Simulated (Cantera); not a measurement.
An isothermal plug-flow reactor at 625 K and 0.390 bar (inlet), inlet velocity 0.079 m/s, active area per volume 1400 1/m; feed 0.363 % CO, 3.03 % O2, 95.7 % N2, 0.897 % H2O.

Detailed kinetics in Cantera: Deutschmann's 1995 Pt surface mechanism with GRI-Mech 3.0 gas chemistry. Catalytic surfaces can have several steady states; this one follows from the mechanism file's or the stated starting coverage. Mass transfer to the wall is taken as infinitely fast.

One state of this run: x CO = 0.000246; x O2 = 0.0286; x H2O = 0.00898; x CO2 = 0.00339; θ free Pt = 0.00485; θ O* = 0.994; θ OH* = 0.00142. x: gas mole fraction; θ: surface coverage.

### Question
Which value of z (m) does it belong to?
A. 0.0025
B. 0.0015
C. 0.00088
D. 0.011

### Answer
D, 0.011
